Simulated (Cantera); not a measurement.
What does this Cantera script print?

```python
import numpy as np
import cantera as ct

gas = ct.Solution("h2o2.yaml")
gas.TPX = 1200, 660, {'H2': 0.17, 'O2': 1}
reactor = ct.IdealGasConstPressureReactor(gas, energy="off", clone=False)
net = ct.ReactorNet([reactor])
net.rtol, net.atol = 1e-08, 1e-18
show = ['H2', 'O2', 'O', 'HO2', 'OH', 'H']
times = np.geomspace(0.0002, 2, 10)

steps = ct.SolutionArray(gas, extra=["t"])
rows = []
print(f"{'t/s':>10s}{'T/K':>9s}{'P/Pa':>11s}" + "".join(f"{s:>11s}" for s in show))
for t in times:
    while net.time < t:
        t_next = net.step()
        steps.append(gas.state, t=t_next)
    rows.append([np.interp(t, steps.t, y) for y in (steps.T, steps.P, *steps(*show).X.T)])
    print(f"{t:10.3e}{rows[-1][0]:9.1f}{rows[-1][1]:11.4g}" + "".join(f"{x:11.3e}" for x in rows[-1][2:]))
rate = np.gradient(steps.T, steps.t)
print("integrator steps:", len(steps.t))
if steps.T.max() > steps.T[0] + 200:
    print(f"time of steepest temperature rise: {steps.t[rate.argmax()]:.4e} s")
gas.TPX = 1200, 660, {'H2': 0.17, 'O2': 1}
gas.equilibrate("TP")
print(f"equilibrium (TP): T = {gas.T:.1f} K  " + "  ".join(f"{s} {gas[s].X[0]:.3e}" for s in show))
```

It prints:

```
       t/s      T/K       P/Pa         H2         O2          O        HO2         OH          H
 2.000e-04   1200.0        660  1.453e-01  8.547e-01  7.739e-09  1.130e-08  5.239e-09  1.194e-08
 5.565e-04   1200.0        660  1.453e-01  8.547e-01  1.129e-07  3.163e-08  6.994e-08  1.342e-07
 1.549e-03   1200.0        660  1.451e-01  8.546e-01  5.765e-05  2.192e-07  3.539e-05  6.694e-05
 4.309e-03   1200.0        660  6.306e-03  7.644e-01  6.337e-02  3.549e-06  8.438e-03  4.476e-02
 1.199e-02   1200.0        660  4.836e-03  7.718e-01  5.907e-02  3.586e-06  7.547e-03  3.659e-02
 3.336e-02   1200.0        660  3.680e-03  7.931e-01  4.216e-02  3.671e-06  6.665e-03  2.243e-02
 9.283e-02   1200.0        660  1.643e-03  8.229e-01  1.755e-02  3.346e-06  4.518e-03  6.101e-03
 2.583e-01   1200.0        660  3.142e-04  8.392e-01  3.267e-03  1.889e-06  1.986e-03  4.895e-04
 7.188e-01   1200.0        660  4.131e-05  8.426e-01  4.294e-04  5.440e-07  7.231e-04  2.332e-05
 2.000e+00   1200.0        660  6.554e-06  8.431e-01  6.854e-05  1.227e-07  2.894e-04  1.489e-06
integrator steps: 1598
equilibrium (TP): T = 1200.0 K  H2 2.686e-08  O2 8.433e-01  O 2.851e-07  HO2 1.357e-08  OH 1.867e-05  H 4.008e-10
```

Model: the H2/O2 subset of GRI-Mech 3.0, which has no nitrogen chemistry, integrated in Cantera. Radical loss at walls, strong at low pressure, is not modelled. The temperature is held fixed by assumption; the heat of reaction is taken as removed at once.
